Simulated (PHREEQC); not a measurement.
Make-up at 25 °C: 0.2 mol HF, 6.6e-05 mol KF, 0.028 mol H2SiF6 and 3.6e-05 mol HCl per kg of water. Closed to the air; pH follows from the charge balance.

All values are PHREEQC results (ion-association model, wateq4f.dat), not measurements.

Each row changes one thing in this solution. Precipitation was switched off in this run.

| case | pH | ionic strength (mol/kgw) | HF (mol/kgw) | H2F2 (mol/kgw) | F- (mol/kgw) | HF2- (mol/kgw) | SI of Quartz (SiO2) |
|---|---|---|---|---|---|---|---|
| as made | 1.31 | 0.0872 | 0.120 | 0.0381 | 0.00215 | 0.00101 | -6.24 |
| diluted 5-fold with water | 1.92 | 0.0191 | 0.0321 | 0.00269 | 0.00205 | 0.000254 | -4.51 |
| HCl from 3.6e-05 to 5.4e-05 mol/kgw | 1.31 | 0.0872 | 0.120 | 0.0381 | 0.00215 | 0.00101 | -6.24 |
| diluted 10-fold with water | 2.16 | 0.0103 | 0.0165 | 0.000715 | 0.00180 | 0.000114 | -3.52 |
| temperature from 25 to 30 °C | 1.31 | 0.0872 | 0.126 | 0.0351 | 0.00207 | 0.00105 | -6.02 |
| temperature from 25 to 60 °C | 1.32 | 0.0867 | 0.161 | 0.0179 | 0.00153 | 0.00110 | -4.51 |
| diluted 2-fold with water | 1.58 | 0.0448 | 0.0705 | 0.0131 | 0.00219 | 0.000600 | -5.59 |

wateq4f.dat counts part of the HF as a dimer, H2F2, which phreeqc.dat doesn't know; its constant is uncertain. Constants without temperature data keep their 25 °C values here. SiF6-2 is the database's only silicon fluoride.
